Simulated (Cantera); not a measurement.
Ammonia decomposition in nitride growth gas

An isothermal, constant-pressure homogeneous reactor starts with 51.5 % NH3, 48.5 % H2, at 2123 K and 1.00 bar.

Model: the gas-phase N/H chemistry of the illustrative SiF4/NH3 mechanism in the Surface Chemkin manual (1991), integrated in Cantera. Walls and surfaces, which speed up NH3 decomposition in real reactors, are not modelled.

```tsv
t (s)	x NH3	x H2	x N2H4	x NH2	x NH	x N
0.000400	0.494	0.497	3.29e-7	0.00135	2.98e-5	1.72e-6
0.00133	0.448	0.529	2.87e-7	0.00126	2.91e-5	1.75e-6
0.00443	0.330	0.608	1.89e-7	0.00102	2.68e-5	1.84e-6
0.0147	0.138	0.736	5.78e-8	0.000565	2.04e-5	1.94e-6
0.0490	0.0143	0.818	2.43e-9	0.000116	8.56e-6	1.66e-6
0.163	0.000737	0.826	1.40e-11	8.81e-6	9.65e-7	2.78e-7
0.543	0.000151	0.827	<1e-12	1.82e-6	2.01e-7	5.82e-8
1.81	4.16e-5	0.827	<1e-12	5.01e-7	5.53e-8	1.60e-8
6.01	1.28e-5	0.827	<1e-12	1.54e-7	1.70e-8	4.93e-9
20.0	5.77e-6	0.827	<1e-12	6.93e-8	7.65e-9	2.22e-9
```
x: mole fraction; the columns are a selection and need not sum to one.

Equilibrium at this temperature and pressure: NH3 5.13e-6, H2 0.827, N2H4 <1e-12, NH2 6.17e-8, NH 6.81e-9, N 1.97e-9 (gas phase only).
